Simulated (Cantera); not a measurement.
**Thermodynamics of oxide etching and cleaning by halides, feed MgO + NF3 + H2**

Input: 1 mol MgO, 1.9 mol NF3, 30 mol H2, equilibrated at 1198.15 K and 13.3 mbar.

These are equilibrium values from Cantera (NASA tables, ideal gas, pure condensed phases), not measurements of a reactor. Candidate condensed phases: H2O, Mg, MgF2, MgO, Mg(OH)2; 50 gas species. Equilibrium is a limit: real reactors are often held back by kinetics, nucleation or transport.

| Item | Value |
|---|---|
| x(H2) | 0.828 |
| x(HF) | 0.113 |
| x(H2O) | 0.0305 |
| x(N2) | 0.0290 |
| x(MgF2) | 2.13e-6 |
| x(H) | 1.50e-6 |
| n(MgF2(s)) | 1.000 mol |
| gas amount | 32.80 mol |
| log10 activity of Mg(l) (absent) | -11.90 |
